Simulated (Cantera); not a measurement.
An adiabatic, constant-pressure homogeneous reactor starts with 15.7 % CH₄, 0.565 % H₂, 17.6 % O₂, 66.2 % N₂, at 1000 K and 3000000 Pa.

Cantera simulation using GRI-Mech 3.0 (53 species, 325 reactions); the numbers are that mechanism's predictions, not measurements. The pressure lies above the range GRI-Mech 3.0 was tuned for (to about 10 atm).

Task: Predict: time of steepest temperature rise; temperature at 0.200 s; equilibrium temperature; x(CH₄) at 0.200 s; x(H₂) at 0.200 s; x(O₂) at 0.200 s.

Result: 
```
Property                                                             Value
---------------------------------  ---------------------------------------
time of steepest temperature rise                                  9.77 ms
temperature at 0.200 s                                              2242 K
equilibrium temperature                                             2242 K
x(CH₄) at 0.200 s                  1.76e-8 (gas-phase equilibrium 1.94e-8)
x(H₂) at 0.200 s                       0.133 (gas-phase equilibrium 0.133)
x(O₂) at 0.200 s                   9.03e-8 (gas-phase equilibrium 9.03e-8)
```
